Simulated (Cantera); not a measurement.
Input (Python, Cantera) and output of one run.

```python
import numpy as np
import cantera as ct

gas_names = """
    Fe H H2 H2S S SH S2 S8
""".split()
cond_names = """
    Fe(a) Fe(c) Fe(d) Fe(L) FeS(a) FeS(b) FeS(c) FeS(L) FeS2(s) S(cr1) S(cr2) S(L)
""".split()


# ... load() reads the species with a 1 bar reference pressure and builds the phases ...
atoms = {
    'FeS': {'Fe': 1, 'S': 1},
    'H2': {'H': 2},
}
top_T = {'FeS2(s)': 1010}  # K; cautious upper limits of use, not melting points


# ... equilibrate(T, P, feed) seeds the gas with the atoms and calls Mixture.equilibrate('TP', solver="vcs", rtol=1e-11, max_steps=5000) ...
results = []
feed = {'FeS': 1, 'H2': 5.2}  # mol
T = 1725  # K
P = 59  # Pa
mix = equilibrate(T, P, feed)
results.append((T, P, feed, dict(zip(mix.species_names, mix.species_moles))))
x = sorted(zip(gas.X, gas.species_names), reverse=True)
print(f"T = {T:g} K  P = {P:g} Pa  gas = {mix.phase_moles(0):.4g} mol")
print("   x: " + "  ".join(f"{s} {v:.3e}" for v, s in x if v > 0.0001))
print("   condensed (mol): " + ("  ".join(f"{mix.phase(i).name} {mix.phase_moles(i):.4g}"
      for i in range(1, mix.n_phases) if mix.phase_moles(i) > 1e-12) or "none"))
```

It prints:

```
T = 1725 K  P = 59 Pa  gas = 5.802 mol
   x: H2 8.798e-01  S2 7.529e-02  Fe 1.597e-02  SH 9.054e-03  H2S 8.254e-03  H 7.172e-03  S 4.460e-03
   condensed (mol): Fe(d) 0.9074
```

Equilibrium computed with Cantera from the NASA thermochemical tables; the gas is ideal and each condensed phase is pure.
